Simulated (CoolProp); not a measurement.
Isopentane along the isotherm 500 K: density (kg/m³) from the reference equation and from simpler models built on Tc = 460.3 K, pc = 3.378 MPa, ω = 0.227; each cubic takes its own stable root.

Computed with CoolProp (reference Helmholtz-energy equation of state, Lemmon 2006). It is a short technical equation, of lower accuracy than the large ones.

| p (MPa) | phase | reference |
|---|---|---|
| 0.0534 | gas | 0.9306 |
| 0.11 | gas | 1.925 |
| 0.225 | gas | 3.975 |
| 0.463 | gas | 8.340 |
| 0.95 | gas | 17.86 |
| 1.95 | gas | 40.60 |
| 4.01 | supercritical | 115.3 |
| 8.23 | supercritical | 352.2 |
| 16.9 | supercritical | 436.1 |

How far does each simpler model (ideal gas, van der Waals, Peng-Robinson) lie from the reference over these 9 states: mean and median of the absolute difference, and the worst?


- ideal gas: mean 18.1 %, median 7.7 %, worst -59.5 % at 500 K and 8.23 MPa
- van der Waals: mean 5.7 %, median 0.5 %, worst -23.2 % at 500 K and 16.9 MPa
- Peng-Robinson: mean 1.6 %, median 0.9 %, worst -5.5 % at 500 K and 8.23 MPa
